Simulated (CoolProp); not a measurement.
Properties of carbonyl sulfide at several states.

Values from CoolProp's reference Helmholtz-energy equation of state, Lemmon 2006. It is a short technical equation, of lower accuracy than the large ones.

```csv
T (K),p (bar),phase,cv (kJ/(kg K)),isothermal compressibility (1/MPa),fugacity coefficient
401.1,349,supercritical,[?],[?],[?]
519.6,1.74,gas,[?],5.766,0.9967
178.4,0.8,liquid,[?],[?],[?]
271,0.512,gas,[?],19.68,0.9925
```

Q: Fill in the missing entries.

A: 
- 401.1, cv (kJ/(kg K)): 0.7335
- 401.1, isothermal compressibility (1/MPa): 0.005366
- 401.1, fugacity coefficient: 0.2932
- 519.6, cv (kJ/(kg K)): 0.6845
- 178.4, cv (kJ/(kg K)): 0.7363
- 178.4, isothermal compressibility (1/MPa): 0.0008094
- 178.4, fugacity coefficient: 0.08819
- 271, cv (kJ/(kg K)): 0.5306
